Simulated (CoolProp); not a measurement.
Propylene at 298.15 K and 0.949 MPa flows at 4.3 m/s in a round tube of 1 mm bore and 1.5 µm roughness, fully developed (64/Re and Nu = 3.66 if laminar; Colebrook and Gnielinski if turbulent). Each further row changes one setting.

Computed with CoolProp (reference Helmholtz-energy equation of state, Lemmon 2013).

```json
[
 {"case": "as stated", "Reynolds number": "9350", "Darcy friction factor": "0.0336", "pressure drop (Pa/m)": "5910", "heat-transfer coefficient (W/(m² K))": "602", "mass flow (kg/h)": "0.232"},
 {"case": "velocity 8.6 m/s", "Reynolds number": "18700", "Darcy friction factor": "0.0292", "pressure drop (Pa/m)": "20600", "heat-transfer coefficient (W/(m² K))": "1110", "mass flow (kg/h)": "0.463"},
 {"case": "diameter 2 mm", "Reynolds number": "18700", "Darcy friction factor": "0.0278", "pressure drop (Pa/m)": "2450", "heat-transfer coefficient (W/(m² K))": "526", "mass flow (kg/h)": "0.926"}
]
```

Viscosity comes from a separate model (Huber 2003), an estimate that may be off by 10 % or more. Thermal conductivity comes from a separate model (Huber 2003), an estimate that may be off by 10 % or more.
